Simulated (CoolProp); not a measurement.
Values from CoolProp's reference Helmholtz-energy equation of state, Gao 2016.

Question: Give the vapour pressure (MPa), vapour density (kg/m³), enthalpy of vaporisation (kJ/kg), liquid cp (kJ/(kg K)) of saturated sulfur dioxide at 37.45 °C.

Answer: 
| T (°C) | p (MPa) | vapour density (kg/m³) | enthalpy of vaporisation (kJ/kg) | liquid cp (kJ/(kg K)) |
|---|---|---|---|---|
| 37.45 | 0.584 | 15.9 | 343 | 1.41 |
